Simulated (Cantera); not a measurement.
**Ignition delay**

Mixture: 36.9 % H₂, 15.4 % O₂, 47.7 % N₂, at 0.870 bar, adiabatic and at constant pressure. Ignition delay is the time to a rise of 400 K.

Model: GRI-Mech 3.0 (53 species, 325 reactions), integrated in Cantera. Where the delays flatten at high temperature, the 400 K rule measures the pace of heat release, not the induction time.

| T0 (K) | delay (ms) |
|---|---|
| 1148 | 0.0659 |
| 1223 | 0.0436 |
| 1298 | 0.0315 |
| 1373 | 0.0245 |
| 1448 | 0.0203 |
